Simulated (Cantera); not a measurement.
# Boron, boron nitride and boron oxide: BF₃ + H₂O + N₂

Input: 1 mol BF₃, 13 mol H₂O, 10 mol N₂, at 1623 K.

These are equilibrium values from Cantera (NASA tables, ideal gas, pure condensed phases), not measurements of a reactor. Candidate condensed phases: B, BN, B₂O₃, B₃O₃H₃, H₂O; 62 gas species. Gases not in the tables: H₃BO₃. Equilibrium is a limit: real reactors are often held back by kinetics, nucleation or transport.

From 10.0 Pa to 1.00 bar nothing is condensed.

| P (Pa) | x H₂O | x N₂ | x HF | x HBO₂ | x BOF | x H₂ | x O₂ |
|---|---|---|---|---|---|---|---|
| 10 | 0.446 | 0.398 | 0.104 | 0.0240 | 0.0156 | 0.00697 | 0.00307 |
| 46 | 0.450 | 0.399 | 0.104 | 0.0242 | 0.0155 | 0.00424 | 0.00183 |
| 220 | 0.452 | 0.399 | 0.104 | 0.0242 | 0.0155 | 0.00254 | 0.00108 |
| 1000 | 0.454 | 0.400 | 0.104 | 0.0243 | 0.0155 | 0.00155 | 0.000646 |
| 4600 | 0.454 | 0.400 | 0.104 | 0.0243 | 0.0155 | 0.000937 | 0.000384 |
| 22000 | 0.455 | 0.400 | 0.104 | 0.0243 | 0.0154 | 0.000561 | 0.000224 |
| 100000 | 0.457 | 0.400 | 0.103 | 0.0237 | 0.0149 | 0.000343 | 0.000133 |
x: gas mole fraction; nothing condenses.
